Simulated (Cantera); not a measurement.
Feed: 1 mol Cr, 0.24 mol NH3, at 0.000850 bar.

These are equilibrium values from Cantera (NASA tables, ideal gas, pure condensed phases), not measurements of a reactor. Candidate condensed phases: Cr, CrN, Cr2N; 11 gas species. Mutual solubility and eutectic melting of coexisting phases are not modelled. The numbers say what is thermodynamically allowed, not how fast it happens. All values below are at 1125 K.

Base state: H2 0.884, N2 0.116 (mole fractions); condensed: Cr(s) + Cr2N(s).

**Question.** What changes in the equilibrium state with this change: pressure from 0.000850 bar to 0.0133 bar?

**Answer.** 
| species | before | after |
|---|---|---|
| H2 | 0.884 | 0.993 |
| N2 | 0.116 | 0.00742 |
| Cr(s), mol | 0.710 | 0.531 |
| Cr2N(s), mol | 0.145 | 0.235 |
